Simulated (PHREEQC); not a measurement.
Consider water at 50 °C with 1.7 mol/kgw KOH, 0.017 mol/kgw Al(NO3)3 and 0.00081 mol/kgw CuSO4. Closed to the air; pH follows from the charge balance.

All values are PHREEQC results (ion-association model, wateq4f.dat), not measurements.

Question: The ionic strength comes out as 1.70 mol/kgw. What activity coefficients do Cu(OH)4-2, KSO4-, Al(OH)4-, NO3-, K+ get?

Answer: Cu(OH)4-2 0.76, KSO4- 0.62, Al(OH)4- 0.58, NO3- 0.50, K+ 0.56.

This is a speciation only: nothing precipitates in the calculation. The solution is supersaturated, for example in Cu(OH)2, Tenorite (slow to form), so a real one may precipitate; this is no full list. Ionic strength above about 0.7 mol/kgw puts this run outside the model's range. Complexes and solids missing from the database can't appear. At this temperature some constants are extrapolated from 25 °C, and those without enthalpy data are left unchanged. The database's constant for dissolved Cu(OH)2 is higher than later reviews accept.
